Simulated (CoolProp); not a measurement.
n-dodecane along the isobar 1910 kPa: density (kg/m³) from the reference equation and from simpler models built on Tc = 385.0 °C, pc = 1818 kPa, ω = 0.574; each cubic takes its own stable root.

Model: reference Helmholtz-energy equation of state, Lemmon 2004, in CoolProp. It is a short technical equation, of lower accuracy than the large ones.

| T (°C) | phase | reference | van der Waals | Redlich-Kwong | Soave-Redlich-Kwong |
|---|---|---|---|---|---|
| 43.65 | liquid | 733.4 | 379.7 | 560.3 | 586.4 |
| 59.65 | liquid | 721.7 | 375.2 | 552.6 | 580.4 |
| 75.55 | liquid | 710.1 | 370.6 | 544.6 | 574.0 |
| 91.55 | liquid | 698.3 | 365.9 | 536.3 | 567.2 |
| 107.45 | liquid | 686.5 | 361.0 | 527.7 | 560.0 |
| 123.35 | liquid | 674.6 | 356.0 | 518.7 | 552.4 |
| 139.35 | liquid | 662.3 | 350.8 | 509.3 | 544.2 |
| 155.25 | liquid | 649.9 | 345.4 | 499.6 | 535.6 |
| 171.15 | liquid | 637.2 | 339.8 | 489.4 | 526.3 |
